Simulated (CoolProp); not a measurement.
Vapour-liquid equilibrium of R125 (1) + R236FA (2) at 17.55 °C; x and y are mole fractions of (1).

Computed with CoolProp (multi-fluid Helmholtz-energy mixture model, Lemmon 2005 and Pan 2012; pair parameters Bell 2016).

```csv
x,"bubble pressure, mixture model (MPa)","bubble pressure, Raoult's law (MPa)","y, mixture model","y, Raoult's law"
0.05,___,0.2563,0.192,0.220
0.2,___,0.3937,___,0.572
0.35,0.5045,0.5312,___,0.742
0.5,0.6367,0.6686,0.803,0.843
0.65,___,0.8060,0.879,0.909
0.8,0.9184,0.9435,___,0.955
0.95,___,1.081,___,0.990
```

Task: Complete the blanks.

Result: 
- 0.05, bubble pressure, mixture model (MPa): 0.2515
- 0.2, bubble pressure, mixture model (MPa): 0.3765
- 0.2, y, mixture model: 0.522
- 0.35, y, mixture model: 0.695
- 0.65, bubble pressure, mixture model (MPa): 0.7740
- 0.8, y, mixture model: 0.937
- 0.95, bubble pressure, mixture model (MPa): 1.072
- 0.95, y, mixture model: 0.985

The largest gap from Raoult's law is -5.0 % in bubble pressure, at x = 0.35. No azeotrope shows between x = 0.05 and 0.95.

Pair parameters are fitted to limited data, so mixtures are less certain than the pure fluids.
